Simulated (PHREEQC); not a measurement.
Synthetic water in mg/L, 36 °C, pH 5.69, pe 10:

```tsv
constituent	mg/L
Na	0.0076
K	0.000747
Ca	0.0136
Mg	0.00157
Cl	0.0127
S(6) as SO4	0.034
Alkalinity as HCO3	0.00689
N(5) as NO3	0.0014
Ni	0.000153
Cd	0.000279
```

Valence states are taken as typed.

All values are PHREEQC results (ion-association model, wateq4f.dat), not measurements.

The ionic strength comes out as 3.99e-6 mol/kgw and the charge-balance error is -0.5 %.

```tsv
species	molality	activity	log γ
CO2	8.88e-6	8.88e-6	0.000
HCO3-	2.15e-6	2.14e-6	-0.001
H+	2.05e-6	2.04e-6	-0.001
Cl-	3.58e-7	3.57e-7	-0.001
SO4-2	3.54e-7	3.50e-7	-0.004
Ca+2	3.39e-7	3.36e-7	-0.004
Na+	3.31e-7	3.30e-7	-0.001
Mg+2	6.46e-8	6.40e-8	-0.004
NO3-	2.26e-8	2.25e-8	-0.001
K+	1.91e-8	1.91e-8	-0.001
OH-	1.08e-8	1.08e-8	-0.001
Ni+2	2.60e-9	2.58e-9	-0.004
Cd+2	2.48e-9	2.46e-9	-0.004
```

Precipitation was switched off in this run. At this temperature some constants are extrapolated from 25 °C, and those without enthalpy data are left unchanged.
